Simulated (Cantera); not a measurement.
**Roasting and sulfation: MgO + O₂ + H₂O + H₂S**

Feed: 1 mol MgO, 0.58 mol O₂, 0.064 mol H₂O, 4.8 mol H₂S, held at 1573 K and 100000 Pa.

Cantera equilibrium calculation (NASA polynomials, part measured and part estimated; ideal gas, pure solids and liquids). Candidate condensed phases: H₂O, H₂SO₄, Mg, MgO, Mg(OH)₂, MgS, MgSO₄, S; 26 gas species. Equilibrium is a limit: real reactors are often held back by kinetics, nucleation or transport.

| Property | Value |
|---|---|
| x(H₂S) | 0.319 |
| x(H₂) | 0.262 |
| x(S₂) | 0.220 |
| x(H₂O) | 0.193 |
| x(SH) | 0.00512 |
| x(SO₂) | 0.000912 |
| x(S₂O) | 0.000478 |
| x(SO) | 0.000279 |
| x(S) | 4.28e-5 |
| n(MgO(s)) | 1.000 mol |
| gas amount | 6.269 mol |
| log10 activity of S(l) (absent) | -1.61 |
| log10 activity of Mg(l) (absent) | -8.73 |
